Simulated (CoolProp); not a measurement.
Vapour-liquid equilibrium of propylene (1) + 1-butene (2) at 204 K; x and y are mole fractions of (1).

Computed with CoolProp (multi-fluid Helmholtz-energy mixture model, Lemmon 2013 and Lemmon 2005; pair parameters Bell 2016).

### Question
Give the bubble pressure and the first vapour's composition at x = 0.05, 0.35, 0.65. Is there an azeotrope?

### Answer
x = 0.05: 0.005082 MPa, y = 0.336; x = 0.35: 0.01419 MPa, y = 0.835; x = 0.65: 0.02321 MPa, y = 0.945. No azeotrope shows between x = 0.05 and 0.95.

The pair parameters rest on a limited set of measurements; away from them the model extrapolates.
